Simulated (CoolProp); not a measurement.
Vapour-liquid equilibrium of methanol (1) + dimethyl carbonate (2) at 427.2 K; x and y are mole fractions of (1).

The numbers come from the multi-fluid Helmholtz-energy mixture model, de Reuck 1993 and Zhou 2011; pair parameters Bell 2016 in CoolProp.

```
x     bubble pressure, mixture model (bar)  bubble pressure, Raoult's law (bar)  y, mixture model  y, Raoult's law
----  ------------------------------------  -----------------------------------  ----------------  ---------------
0.05                                 6.547                                5.964             0.182            0.129
0.2                                  9.124                                7.444             0.461            0.412
0.35                                 11.04                                8.924             0.603            0.602
0.5                                  12.50                                10.40             0.698            0.737
0.65                                 13.64                                11.88             0.777            0.839
0.8                                  14.55                                13.36             0.858            0.918
0.95                                 15.20                                14.84             0.958            0.982
```

The largest gap from Raoult's law is +23.7 % in bubble pressure, at x = 0.35. No azeotrope shows between x = 0.05 and 0.95.

Pair parameters are fitted to limited data, so mixtures are less certain than the pure fluids.
